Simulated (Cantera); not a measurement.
## Ignition delay

Mixture: C₃H₈ : O₂ : N₂ = 1 : 3.57 : 13.4 (molar parts), equivalence ratio 1.4, at 9.90 bar, adiabatic and at constant volume. Ignition delay is the time to a rise of 400 K.

Detailed kinetics in Cantera: GRI-Mech 3.0 (53 species, 325 reactions). GRI-Mech 3.0 was tuned for natural gas; its chemistry of propane as a main component is partial and can be far from experiment.

```json
[
 {"T0 (K)": "1048", "delay (ms)": "29.7"},
 {"T0 (K)": "1123", "delay (ms)": "7.09"},
 {"T0 (K)": "1198", "delay (ms)": "1.73"},
 {"T0 (K)": "1273", "delay (ms)": "0.451"},
 {"T0 (K)": "1348", "delay (ms)": "0.133"},
 {"T0 (K)": "1423", "delay (ms)": "0.0461"},
 {"T0 (K)": "1498", "delay (ms)": "0.0187"},
 {"T0 (K)": "1573", "delay (ms)": "0.00884"}
]
```

| Quantity | Result |
|---|---|
| apparent activation energy between 1423 and 1573 K | 200 kJ/mol |
